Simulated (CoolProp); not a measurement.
Values from CoolProp's reference Helmholtz-energy equation of state, Lemmon 2003. It is a pseudo-pure fit of the blend.

Question: For R407C, give the phase and the density (kg/m³), cp (kJ/(kg K)), expansivity (1/kK), Prandtl number at 226.85 °C and 5.79 MPa; 226.85 °C and 28.9 MPa; 226.85 °C and 46.3 MPa.

Answer: 
- 226.85 °C and 5.79 MPa: supercritical; density 137, cp 1.28, expansivity 3.35, Prandtl number 0.920
- 226.85 °C and 28.9 MPa: supercritical; density 692, cp 1.56, expansivity 3.47, Prandtl number 1.57
- 226.85 °C and 46.3 MPa: supercritical; density 860, cp 1.49, expansivity 2.27, Prandtl number 1.74

Viscosity comes from a separate model (Geller 2000). Thermal conductivity comes from a separate model (Geller 2001).
